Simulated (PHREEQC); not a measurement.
## Hard or scaling water

Consider water at 20 °C with 3.4e-05 mol/kgw Ca(HCO3)2, 6.6e-06 mol/kgw NaF and 0.00054 mol/kgw NaCl. Closed to the air; pH follows from the charge balance.

Computed with PHREEQC (ion-association model, wateq4f.dat).

Precipitation was switched off in this run.

Question: Estimate the pH.

Answer: pH 8.09.

Question: In which forms is C present?

Answer: HCO3- 98 %, CO2 1.8 %, CO3-2 0.6 % of the C.
